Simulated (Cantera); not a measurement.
Feed: 1 mol V, 8.4 mol NH₃, 5.1 mol H₂, held at 18.0 mbar.

Cantera equilibrium calculation (NASA polynomials, part measured and part estimated; ideal gas, pure solids and liquids). Candidate condensed phases: V, VN; 11 gas species. VN: taken at fixed stoichiometry. Condensed phases not in the tables: V₂N, N, O or C dissolved in the metal. Rates play no part.

x: gas mole fraction; n: condensed amount in mol.

```tsv
T (K)	x H₂	x H	x N₂	x V	x N	x VN	x NH	n VN(s)	n V(s)	n V(l)
1850	0.824	0.00364	0.173	3.17e-6	2.69e-10	2.78e-10	3.46e-10	1.000	0	0
2000	0.817	0.0110	0.172	0.000102	2.79e-9	8.99e-9	1.96e-9	0.998	0	0
2150	0.782	0.0278	0.189	0.00105	2.19e-8	9.73e-8	9.01e-9	0	0.977	0
2300	0.747	___	0.185	___	___	___	___	0	0	___
2450	0.675	0.123	0.175	0.0278	5.68e-7	2.47e-6	9.30e-8	0	0	0.331
2600	___	___	0.163	0.0389	___	___	___	0	0	0
2750	0.465	0.348	0.152	0.0361	6.97e-6	2.96e-6	4.88e-7	0	0	0
```

### Question
Some entries are withheld; supply them.

### Answer

- 2300, x H: 0.0623
- 2300, x V: 0.00612
- 2300, x N: 1.25e-7
- 2300, x VN: 5.59e-7
- 2300, x NH: 3.20e-8
- 2300, n V(l): 0.861
- 2600, x H₂: 0.580
- 2600, x H: 0.218
- 2600, x N: 2.15e-6
- 2600, x VN: 3.33e-6
- 2600, x NH: 2.29e-7
